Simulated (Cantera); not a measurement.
Gas mixture: 29.5 % C2H2, 39.9 % CH3OH, 30.6 % C3H8, at 1330 Pa, frozen composition.

Cantera's kinetic-theory transport with the Lennard-Jones parameters of GRI-Mech 3.0, ideal gas; thermal conductivity in the mixture-averaged form. Polar gases are described roughly by these parameters.

D: mixture-averaged diffusion coefficient of that species in the mixture.

```
T (K)  ρ (kg/m³)  cp (J/kg/K)  μ (µPa s)  λ (mW/m/K)     Pr  D (cm²/s) NO  D (cm²/s) H2  D (cm²/s) CH4
-----  ---------  -----------  ---------  ----------  -----  ------------  ------------  -------------
400       0.0136         1888       12.4        31.0  0.754          18.0          71.6           19.8
500       0.0109         2188       15.2        43.8  0.761          26.9           105           29.9
600      0.00907         2455       17.9        57.3  0.767          37.1           144           41.4
700      0.00778         2687          ?           ?  0.773             ?             ?              ?
800      0.00681         2884          ?           ?  0.776             ?             ?              ?
900      0.00605         3056       25.0        98.2  0.778          74.8           285           84.2
```

### Question
Some entries are withheld; supply them.

### Answer

- 700, μ (µPa s): 20.4
- 700, λ (mW/m/K): 70.9
- 700, D (cm²/s) NO: 48.5
- 700, D (cm²/s) H2: 187
- 700, D (cm²/s) CH4: 54.4
- 800, μ (µPa s): 22.8
- 800, λ (mW/m/K): 84.6
- 800, D (cm²/s) NO: 61.1
- 800, D (cm²/s) H2: 234
- 800, D (cm²/s) CH4: 68.7
